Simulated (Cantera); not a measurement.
Mixture: CH₄ : C₂H₆ : O₂ : N₂ = 1 : 0.04 : 2.85 : 10.7 (molar parts), equivalence ratio 0.75, at 1.70 bar, adiabatic and at constant pressure. Ignition delay is the time to a rise of 400 K.

Cantera simulation using GRI-Mech 3.0 (53 species, 325 reactions); the numbers are that mechanism's predictions, not measurements.

### Question
What does this change do: 0.08 parts H2 added?

### Answer
```
quantity                                                before       after
--------------------------------------------------  ----------  ----------
delay at 1175 K                                        12.9 ms     6.09 ms
delay at 1325 K                                        2.08 ms     1.30 ms
delay at 1475 K                                       0.400 ms    0.303 ms
delay at 1625 K                                       0.103 ms     88.0 µs
delay at 1775 K                                        37.8 µs     34.1 µs
apparent activation energy between 1625 and 1775 K  160 kJ/mol  150 kJ/mol
```
